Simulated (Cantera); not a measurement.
A perfectly stirred reactor is fed with H2 : O2 = 0.013 : 1 (molar parts), equivalence ratio 0.0065, at 0.0237 atm; it is held at 1450 K, and followed from long to short residence time.

Model: the H2/O2 subset of GRI-Mech 3.0, which has no nitrogen chemistry, integrated in Cantera. Radical loss at walls, strong at low pressure, is not modelled.

One state of this run: x H2 = 3.54e-5; x O2 = 0.983; x H = 7.61e-5; x H2O = 0.0123; x H2O2 = 1.17e-8. x: mole fraction; the columns are a selection and need not sum to one.

Q: Which value of τ (s) does it belong to?
A. 5.5
B. 1.6
C. 0.47
D. 0.0034

A: C, 0.47
